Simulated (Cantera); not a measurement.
Input (Python, Cantera) and output of one run.

```python
import numpy as np
import cantera as ct

gas_names = """
    CL CL2 H HCL H2 Si SiCL SiCL2 SiCL3 SiCL4 SiH SiHCL3 SiH2 SiH2CL2 SiH3 SiH3CL SiH4 Si2 Si3
""".split()
cond_names = """
    Si(cr) Si(L)
""".split()


# ... load() reads the species with a 1 bar reference pressure and builds the phases ...
atoms = {
    'SiH2Cl2': {'Si': 1, 'H': 2, 'CL': 2},
    'H2': {'H': 2},
}
top_T = {}  # K; cautious upper limits of use, not melting points


# ... equilibrate(T, P, feed) seeds the gas with the atoms and calls Mixture.equilibrate('TP', solver="vcs", rtol=1e-11, max_steps=5000) ...
results = []
feed = {'SiH2Cl2': 1, 'H2': 6.7}  # mol
T = 1873  # K
for P in [100, 270, 720, 1900, 5200, 14000, 37000, 100000]:
    mix = equilibrate(T, P, feed)
    results.append((T, P, feed, dict(zip(mix.species_names, mix.species_moles))))

top = {s: max(r[3][s] / sum(r[3][g] for g in gas_names) for r in results) for s in gas_names}
cols = sorted((s for s in top if top[s] > 0.0001), key=lambda s: -top[s])[:5]
seen = [c for c in cond_names if any(r[3].get(c, 0) > 1e-12 for r in results)]
print("log10 of partial pressures in bar; condensed amounts in mol")
print(f"{'P/Pa':>10s}" + "".join(f"{s[:9]:>10s}" for s in cols + seen))
for T, P, feed, n in results:
    ng = sum(n[g] for g in gas_names)
    print(f"{P:10.4g}" + "".join(f"{np.log10(max(n[s] / ng * P / 1e5, 1e-99)):10.3f}" for s in cols)
          + "".join(f"{n.get(c, 0):10.4g}" for c in seen))
```

It prints:

```
log10 of partial pressures in bar; condensed amounts in mol
      P/Pa        H2       HCL     SiCL2         H        Si     Si(L)
       100    -3.098    -3.921    -4.297    -4.739    -5.055      0.45
       270    -2.660    -3.483    -3.858    -4.520    -5.055    0.5049
       720    -2.231    -3.054    -3.428    -4.306    -5.055    0.5258
      1900    -1.808    -2.631    -3.006    -4.094    -5.055    0.5341
      5200    -1.370    -2.193    -2.569    -3.875    -5.055    0.5377
   1.4e+04    -0.939    -1.764    -2.141    -3.660    -5.055     0.539
   3.7e+04    -0.516    -1.344    -1.725    -3.448    -5.055    0.5394
     1e+05    -0.083    -0.917    -1.303    -3.232    -5.055    0.5391
```

Equilibrium computed with Cantera from the NASA thermochemical tables; the gas is ideal and each condensed phase is pure. The tables' values for SiCl3, SiCl are old estimates; treat these amounts as uncertain. Gases not in the tables: Si2H6 and higher silanes.
